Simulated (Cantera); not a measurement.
**Silicon oxide and oxynitride deposition: HMDSO + CO2**

Input: 1 mol HMDSO, 0.23 mol CO2, at 0.133 bar.

Method: chemical equilibrium by Gibbs-energy minimisation in Cantera with the NASA 1993 tables (ideal gas, pure condensed phases). Candidate condensed phases: C, C6H6, C7H8, C8H18, H2O, Si, SiC, SiO2; 123 gas species. The feed counts by its element totals alone. Kinetics and transport are ignored.

| T (K) | log p H2 | log p CO | log p H | log p SiO | log p C2H2 (acetylene) | log p CH4 | log p Si | log p H2O | n C(graphite) | n SiC(s) |
|---|---|---|---|---|---|---|---|---|---|---|
| 1523 | -0.94 | -1.73 | -5.11 | -4.40 | -5.87 | -4.52 | -9.84 | -5.51 | 2.77 | 2.00 |
| 1573 | -0.94 | -1.73 | -4.86 | -4.31 | -5.63 | -4.62 | -9.28 | -5.65 | 2.78 | 2.00 |
| 1623 | -0.94 | -1.73 | -4.63 | -4.23 | -5.40 | -4.71 | -8.75 | -5.79 | 2.78 | 2.00 |
| 1673 | -0.94 | -1.73 | -4.41 | -4.16 | -5.18 | -4.80 | -8.25 | -5.92 | 2.78 | 1.99 |
| 1723 | -0.94 | -1.73 | -4.21 | -4.09 | -4.98 | -4.88 | -7.79 | -6.04 | 2.78 | 1.99 |
| 1773 | -0.94 | -1.73 | -4.02 | -4.02 | -4.79 | -4.96 | -7.34 | -6.16 | 2.78 | 1.99 |
| 1823 | -0.94 | -1.73 | -3.83 | -3.96 | -4.62 | -5.03 | -6.93 | -6.27 | 2.78 | 1.99 |
| 1873 | -0.94 | -1.73 | -3.66 | -3.90 | -4.45 | -5.10 | -6.53 | -6.37 | 2.78 | 1.99 |
| 1923 | -0.94 | -1.73 | -3.50 | -3.85 | -4.29 | -5.16 | -6.16 | -6.47 | 2.78 | 1.99 |
| 1973 | -0.94 | -1.73 | -3.34 | -3.79 | -4.14 | -5.23 | -5.81 | -6.56 | 2.78 | 1.99 |
| 2023 | -0.94 | -1.74 | -3.19 | -3.74 | -3.99 | -5.28 | -5.47 | -6.65 | 2.78 | 1.99 |
| 2073 | -0.94 | -1.74 | -3.05 | -3.70 | -3.86 | -5.34 | -5.15 | -6.73 | 2.78 | 1.98 |
log p: log10 of the partial pressure in bar; n: condensed amount in mol.

From 1523 K to 2073 K the condensed part is C(graphite) + SiC(s). The main Si-bearing gas is SiO throughout.
